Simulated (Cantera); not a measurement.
## Adiabatic ignition

An adiabatic, constant-volume homogeneous reactor starts with 12.6 % CH₄, 2.02 % C₂H₆, 17.9 % O₂, 67.5 % N₂, equivalence ratio 1.8, at 1100 K and 0.210 bar.

Model: GRI-Mech 3.0 (53 species, 325 reactions), integrated in Cantera.

```json
[
 {"t (s)": "7.00e-6", "T (K)": "1100", "P (bar)": "0.210", "x CH₄": "0.126", "x C₂H₆": "0.0202", "x O₂": "0.179", "x OH": "<1e-12", "x HCN": "<1e-12"},
 {"t (s)": "1.99e-5", "T (K)": "1100", "P (bar)": "0.210", "x CH₄": "0.126", "x C₂H₆": "0.0202", "x O₂": "0.179", "x OH": "2.94e-12", "x HCN": "<1e-12"},
 {"t (s)": "5.68e-5", "T (K)": "1100", "P (bar)": "0.210", "x CH₄": "0.126", "x C₂H₆": "0.0202", "x O₂": "0.179", "x OH": "9.28e-12", "x HCN": "<1e-12"},
 {"t (s)": "0.000162", "T (K)": "1100", "P (bar)": "0.210", "x CH₄": "0.126", "x C₂H₆": "0.0202", "x O₂": "0.179", "x OH": "2.77e-11", "x HCN": "<1e-12"},
 {"t (s)": "0.000461", "T (K)": "1100", "P (bar)": "0.210", "x CH₄": "0.126", "x C₂H₆": "0.0202", "x O₂": "0.179", "x OH": "7.92e-11", "x HCN": "<1e-12"},
 {"t (s)": "0.00131", "T (K)": "1100", "P (bar)": "0.210", "x CH₄": "0.126", "x C₂H₆": "0.0202", "x O₂": "0.179", "x OH": "2.51e-10", "x HCN": "<1e-12"},
 {"t (s)": "0.00374", "T (K)": "1100", "P (bar)": "0.210", "x CH₄": "0.126", "x C₂H₆": "0.0202", "x O₂": "0.179", "x OH": "1.17e-9", "x HCN": "<1e-12"},
 {"t (s)": "0.0107", "T (K)": "1100", "P (bar)": "0.210", "x CH₄": "0.126", "x C₂H₆": "0.0201", "x O₂": "0.179", "x OH": "9.88e-9", "x HCN": "<1e-12"},
 {"t (s)": "0.0304", "T (K)": "1108", "P (bar)": "0.212", "x CH₄": "0.125", "x C₂H₆": "0.0190", "x O₂": "0.177", "x OH": "2.94e-7", "x HCN": "<1e-12"},
 {"t (s)": "0.0865", "T (K)": "2558", "P (bar)": "0.569", "x CH₄": "1.27e-12", "x C₂H₆": "<1e-12", "x O₂": "0.000141", "x OH": "0.00377", "x HCN": "3.33e-8"},
 {"t (s)": "0.246", "T (K)": "2558", "P (bar)": "0.569", "x CH₄": "1.27e-12", "x C₂H₆": "<1e-12", "x O₂": "0.000141", "x OH": "0.00377", "x HCN": "3.34e-8"},
 {"t (s)": "0.702", "T (K)": "2558", "P (bar)": "0.569", "x CH₄": "1.27e-12", "x C₂H₆": "<1e-12", "x O₂": "0.000141", "x OH": "0.00377", "x HCN": "3.34e-8"},
 {"t (s)": "2.00", "T (K)": "2558", "P (bar)": "0.569", "x CH₄": "1.27e-12", "x C₂H₆": "<1e-12", "x O₂": "0.000141", "x OH": "0.00377", "x HCN": "3.34e-8"}
]
```
x: mole fraction; the columns are a selection and need not sum to one.

The time of steepest temperature rise is 44.4 ms. The temperature at 2.00 s is 2558 K. The equilibrium temperature comes out as 2558 K, the x(CH₄) at 2.00 s is 1.27e-12 (gas-phase equilibrium 1.44e-12) and the x(C₂H₆) at 2.00 s is <1e-12 (gas-phase equilibrium <1e-12). The x(O₂) at 2.00 s comes out as 0.000141 (gas-phase equilibrium 0.000141).
